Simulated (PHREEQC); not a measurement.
Solution (25 °C): 0.0095 mol HF, 0.0002 mol (NH4)2SiF6 and 0.0011 mol HBF4 per kg of water. Closed to the air; pH follows from the charge balance.

The numbers come from PHREEQC with the ion-association model, phreeqc.dat.

- pH = 2.54
- ionic strength = 0.00364 mol/kgw
- total alkalinity = -14.7 meq/kg

| species | molality | activity | log γ |
|---|---|---|---|
| HF | 0.00764 | 0.00764 | 0.000 |
| H+ | 0.00304 | 0.00286 | -0.026 |
| F- | 0.00190 | 0.00178 | -0.029 |
| BF4- | 0.00102 | 0.000956 | -0.028 |
| NH4+ | 0.000400 | 0.000374 | -0.029 |
| SiF6-2 | 0.000200 | 0.000154 | -0.112 |
| HF2- | 5.58e-5 | 5.23e-5 | -0.028 |
| BF3OH- | 4.92e-5 | 4.60e-5 | -0.028 |
| H3BO3 | 2.12e-5 | 2.13e-5 | 0.000 |
| BF2(OH)2- | 8.79e-6 | 8.24e-6 | -0.028 |
| H4SiO4 | 4.76e-8 | 4.76e-8 | 0.000 |
| BF(OH)3- | 1.61e-8 | 1.51e-8 | -0.028 |

No solid was allowed to form. SiF6-2 is the database's only silicon fluoride. Real BF4- forms and hydrolyses slowly; the run takes it at equilibrium.
